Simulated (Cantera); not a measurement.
Charge: 1 mol TiO2, 18 mol HCl, held at 1798 K.

Equilibrium computed with Cantera from the NASA thermochemical tables; the gas is ideal and each condensed phase is pure. Candidate condensed phases: H2O, Ti, TiCl2, TiCl3, TiCl4, TiO, TiO2, Ti2O3, Ti3O5, Ti4O7; 23 gas species. The numbers say what is thermodynamically allowed, not how fast it happens.

Question: At 22.0 mbar, list the 6 most abundant gas species with their mole fractions, and the condensed phases.

Answer: HCl 0.965, Cl 0.0187, H2 0.00875, H2O 0.00465, TiCl3 0.00117, TiCl4 0.00107. Condensed: TiO2(rutile).
